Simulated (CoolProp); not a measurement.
Vapour-liquid equilibrium of R22 (1) + R152A (2) at 7.21 bar; x and y are mole fractions of (1).

Computed with CoolProp (multi-fluid Helmholtz-energy mixture model, Kamei 1995 and Outcalt 1996; pair parameters Bell 2016).

```
x     bubble temperature, mixture model (°C)  bubble temperature, Raoult's law (°C)  y, mixture model  y, Raoult's law
----  --------------------------------------  -------------------------------------  ----------------  ---------------
0.05                                    30.6                                   30.3             0.070            0.083
0.2                                     27.9                                   26.7             0.269            0.303
0.35                                    25.0                                   23.5             0.450            0.486
0.5                                     22.1                                   20.5             0.613            0.639
0.65                                    19.0                                   17.7             0.756            0.768
0.8                                     15.9                                   15.1             0.876            0.878
0.95                                    12.9                                   12.7             0.973            0.972
```

The largest gap from Raoult's law is +1.6 K in bubble temperature, at x = 0.5. No azeotrope shows between x = 0.05 and 0.95.

Pair parameters are fitted to limited data, so mixtures are less certain than the pure fluids.
